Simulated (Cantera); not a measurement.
An isothermal, constant-pressure homogeneous reactor starts with 1.08 % C2H6, 98.9 % N2, at 1350 K and 900 Pa.

Model: GRI-Mech 3.0 (53 species, 325 reactions), integrated in Cantera. GRI-Mech 3.0 stops at C3 and has no aromatics, soot or wall deposition, so with more carbon than oxygen in the feed, carbon stays in small species such as C2H2 where larger ones or solid carbon would form. Radical loss at walls, strong at low pressure, is not modelled.

### Question
Predict: x(C2H6) at 70.0 s; x(HCN) at 70.0 s; x(CH4) at 70.0 s; x(H) at 70.0 s; x(H2) at 70.0 s.

### Answer
```
Item                                                  Value
-----------------  ----------------------------------------
x(C2H6) at 70.0 s  1.38e-7 (gas-phase equilibrium 2.90e-12)
x(HCN) at 70.0 s     5.59e-7 (gas-phase equilibrium 0.0175)
x(CH4) at 70.0 s    0.00223 (gas-phase equilibrium 5.89e-6)
x(H) at 70.0 s      2.06e-6 (gas-phase equilibrium 3.67e-6)
x(H2) at 70.0 s       0.0177 (gas-phase equilibrium 0.0210)
```
